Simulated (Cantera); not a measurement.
Input: 1 mol CH₄, 0.49 mol H₂, at 13.3 mbar.

Method: chemical equilibrium by Gibbs-energy minimisation in Cantera with the NASA 1993 tables (ideal gas, pure condensed phases). Candidate condensed phases: C, C₆H₆, C₇H₈, C₈H₁₈; 76 gas species. Rates play no part.

log p: log10 of the partial pressure in bar; n: condensed amount in mol.

```json
[
 {"T (°C)": "1675", "log p H₂": "-1.88", "log p H": "-3.89", "log p C₂H₂ (acetylene)": "-5.15", "log p C₂H": "___", "log p CH₄": "-7.07", "n C(graphite)": "0.997"},
 {"T (°C)": "1725", "log p H₂": "-1.88", "log p H": "-3.74", "log p C₂H₂ (acetylene)": "-5.00", "log p C₂H": "___", "log p CH₄": "-7.13", "n C(graphite)": "0.996"},
 {"T (°C)": "1775", "log p H₂": "-1.88", "log p H": "-3.59", "log p C₂H₂ (acetylene)": "-4.86", "log p C₂H": "___", "log p CH₄": "-7.19", "n C(graphite)": "0.995"},
 {"T (°C)": "1825", "log p H₂": "-1.89", "log p H": "-3.46", "log p C₂H₂ (acetylene)": "-4.73", "log p C₂H": "___", "log p CH₄": "-7.25", "n C(graphite)": "0.993"},
 {"T (°C)": "1875", "log p H₂": "-1.89", "log p H": "-3.33", "log p C₂H₂ (acetylene)": "-4.61", "log p C₂H": "___", "log p CH₄": "-7.31", "n C(graphite)": "0.991"},
 {"T (°C)": "1925", "log p H₂": "-1.90", "log p H": "-3.20", "log p C₂H₂ (acetylene)": "-4.49", "log p C₂H": "___", "log p CH₄": "-7.37", "n C(graphite)": "0.988"},
 {"T (°C)": "1975", "log p H₂": "-1.90", "log p H": "-3.09", "log p C₂H₂ (acetylene)": "-4.38", "log p C₂H": "___", "log p CH₄": "-7.43", "n C(graphite)": "0.984"}
]
```

### Question
Some entries are withheld; supply them.

### Answer

- 1675, log p C₂H: -8.96
- 1725, log p C₂H: -8.59
- 1775, log p C₂H: -8.23
- 1825, log p C₂H: -7.89
- 1875, log p C₂H: -7.57
- 1925, log p C₂H: -7.26
- 1975, log p C₂H: -6.97
